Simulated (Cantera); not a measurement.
Cantera with NASA thermochemical tables; ideal gases at 1 bar, condensed phases pure. Values are per mole of reaction as written; species without (g) are pure solids or liquids, kept so even where they would boil at 1 bar.

### Question
Between 300 and 925 K, where is each reaction favourable under standard conditions?
- 4 FeCl₂ + C₂H₂(g) + 4 HCl(g) ⇌ 4 FeCl₃(g) + 2 CH₃(g)
- 2 Fe + 3 C₂H₄(g) + 6 HCl(g) ⇌ Fe₂Cl₆(g) + 6 CH₃(g)
- 3 FeCl₂(g) + C₂H₂(g) ⇌ CCl₄(g) + CH₂Cl₂(g) + 3 Fe

### Answer
- 4 FeCl₂ + C₂H₂(g) + 4 HCl(g) ⇌ 4 FeCl₃(g) + 2 CH₃(g): ΔG° is 686 kJ at 300 K and 506 kJ at 925 K; it stays positive (K < 1). ΔH° is 736 kJ and ΔS° 248 J/K at 925 K.
- 2 Fe + 3 C₂H₄(g) + 6 HCl(g) ⇌ Fe₂Cl₆(g) + 6 CH₃(g): ΔG° is 663 kJ at 300 K and 733 kJ at 925 K; it stays positive (K < 1). ΔH° is 633 kJ and ΔS° -108 J/K at 925 K.
- 3 FeCl₂(g) + C₂H₂(g) ⇌ CCl₄(g) + CH₂Cl₂(g) + 3 Fe: ΔG° is 135 kJ at 300 K and 402 kJ at 925 K; it stays positive (K < 1). ΔH° is 21 kJ and ΔS° -411 J/K at 925 K.
